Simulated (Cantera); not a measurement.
Charge: 1 mol Si, 1.6 mol NF₃, 11 mol N₂, equilibrated at 94.0 Pa.

Cantera equilibrium calculation (NASA polynomials, part measured and part estimated; ideal gas, pure solids and liquids). Candidate condensed phases: Si, Si₃N₄; 16 gas species. Kinetics and transport are ignored.

x: gas mole fraction; nothing condenses.

| T (°C) | x N₂ | x SiF₄ | x F | x F₂ | x NF₃ |
|---|---|---|---|---|---|
| 402 | 0.893 | 0.0758 | 0.00436 | 0.0242 | 0.00261 |
| 552 | 0.876 | 0.0743 | ___ | ___ | ___ |
| 702 | 0.868 | 0.0736 | 0.0578 | 0.000542 | 6.70e-9 |
| 852 | 0.868 | 0.0735 | 0.0588 | 3.71e-5 | 1.45e-11 |
| 1002 | 0.868 | 0.0735 | 0.0588 | 4.62e-6 | <1e-12 |
| 1152 | 0.868 | 0.0735 | 0.0588 | ___ | <1e-12 |
| 1302 | 0.868 | 0.0735 | 0.0588 | 2.31e-7 | <1e-12 |

Task: Complete the blanks.

Result: 
- 1152, x F₂: 8.85e-7
- 552, x F: 0.0394
- 552, x F₂: 0.0100
- 552, x NF₃: 9.85e-6
